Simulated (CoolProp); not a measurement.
Methanol along the isotherm 376.8 K: Z from the reference equation and from simpler models built on Tc = 513.4 K, pc = 8216 kPa, ω = 0.565; each cubic takes its own stable root.

Values from CoolProp's reference Helmholtz-energy equation of state, de Reuck 1993.

```json
[
 {"p (kPa)": "373", "phase": "gas", "reference": "0.9084", "Redlich-Kwong": "0.9621", "Peng-Robinson": "0.9505"},
 {"p (kPa)": "747", "phase": "liquid", "reference": "___", "Redlich-Kwong": "0.9214", "Peng-Robinson": "0.01255"},
 {"p (kPa)": "1120", "phase": "liquid", "reference": "___", "Redlich-Kwong": "0.02332", "Peng-Robinson": "0.01881"},
 {"p (kPa)": "1490", "phase": "liquid", "reference": "0.02151", "Redlich-Kwong": "0.03097", "Peng-Robinson": "0.02500"},
 {"p (kPa)": "1870", "phase": "liquid", "reference": "0.02697", "Redlich-Kwong": "0.03882", "Peng-Robinson": "0.03136"},
 {"p (kPa)": "2240", "phase": "liquid", "reference": "0.03227", "Redlich-Kwong": "0.04643", "Peng-Robinson": "0.03755"},
 {"p (kPa)": "2610", "phase": "liquid", "reference": "0.03757", "Redlich-Kwong": "0.05403", "Peng-Robinson": "0.04372"},
 {"p (kPa)": "2990", "phase": "liquid", "reference": "0.04301", "Redlich-Kwong": "___", "Peng-Robinson": "0.05006"},
 {"p (kPa)": "3360", "phase": "liquid", "reference": "0.04829", "Redlich-Kwong": "0.06936", "Peng-Robinson": "0.05622"},
 {"p (kPa)": "3730", "phase": "liquid", "reference": "___", "Redlich-Kwong": "___", "Peng-Robinson": "0.06238"},
 {"p (kPa)": "4110", "phase": "liquid", "reference": "0.05897", "Redlich-Kwong": "___", "Peng-Robinson": "0.06870"}
]
```

### Question
Some entries are withheld; supply them.

### Answer

- 747, reference: 0.01080
- 1120, reference: 0.01618
- 2990, Redlich-Kwong: 0.06181
- 3730, reference: 0.05356
- 3730, Redlich-Kwong: 0.07690
- 4110, Redlich-Kwong: 0.08462

At some of these states Redlich-Kwong gives the other phase, because its saturation line lies elsewhere.
